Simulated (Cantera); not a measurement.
A closed system holds: 1 mol CaO, 1.5 mol F2, 0.82 mol H2, at 99.0 mbar.

These are equilibrium values from Cantera (NASA tables, ideal gas, pure condensed phases), not measurements of a reactor. Candidate condensed phases: Ca, CaF2, CaO, Ca(OH)2, H2O; 29 gas species. Rates play no part.

Question: Which condensed phases are stable at each of these points (T (K)): 900, 1000, 1100, 1200, 1300, 1400, 1500, 1600, 1700, 1800, 1900?

Answer: 
```tsv
T (K)	condensed phases	Ca condensed (%)
900	CaF2(s)	100.0
1000	CaF2(s)	100.0
1100	CaF2(s)	100.0
1200	CaF2(s)	100.0
1300	CaF2(s)	100.0
1400	CaF2(s)	100.0
1500	CaF2(s)	100.0
1600	CaF2(s)	100.0
1700	CaF2(l)	99.9
1800	CaF2(l)	99.4
1900	CaF2(l)	98.0
```

From 900 K to 1600 K the condensed part is CaF2(s). From 1700 K to 1900 K the condensed part is CaF2(l).
